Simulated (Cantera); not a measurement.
Charge: 1 mol Si, 3 mol N2O, 8.4 mol N2, held at 1850 K and 7.50 Torr.

These are equilibrium values from Cantera (NASA tables, ideal gas, pure condensed phases), not measurements of a reactor. Candidate condensed phases: Si, SiO2, Si2N2O, Si3N4; 16 gas species. The tables hold silica as quartz up to 1696 K and as liquid above; real silica turns to tridymite and cristobalite and melts near 1996 K. Equilibrium is a limit: real reactors are often held back by kinetics, nucleation or transport.

Problem. What is the equilibrium state?

Solution. 
```json
{
 "x(N2)": "0.957",
 "x(O2)": "0.0406",
 "x(NO)": "0.00238",
 "x(O)": "0.000389",
 "x(SiO)": "2.38e-6",
 "x(SiO2)": "1.55e-6",
 "n(SiO2(condensed))": "1.000 mol",
 "gas_amount": "11.90 mol",
 "log10 activity of Si(l) (absent)": "-12.98"
}
```
